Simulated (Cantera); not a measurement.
Ignition delay

Mixture: CH₄ : H₂ : O₂ : N₂ = 1 : 0.23 : 1.92 : 6.73 (molar parts), at 0.350 bar, adiabatic and at constant pressure. Ignition delay is the time to a rise of 400 K.

Computed with Cantera and GRI-Mech 3.0 (53 species, 325 reactions). Below about 1000 K GRI-Mech 3.0 lacks low-temperature oxidation paths. Below about 950 K walls govern HO2 and H2O2 in real vessels.

```json
[
 {"T0 (K)": "850", "delay (ms)": "1770"},
 {"T0 (K)": "950", "delay (ms)": "281"},
 {"T0 (K)": "1050", "delay (ms)": "86.0"},
 {"T0 (K)": "1150", "delay (ms)": "26.8"},
 {"T0 (K)": "1250", "delay (ms)": "8.98"},
 {"T0 (K)": "1350", "delay (ms)": "3.41"},
 {"T0 (K)": "1450", "delay (ms)": "1.50"},
 {"T0 (K)": "1550", "delay (ms)": "0.756"}
]
```

```json
{
 "apparent activation energy between 1350 and 1550 K": "130 kJ/mol"
}
```
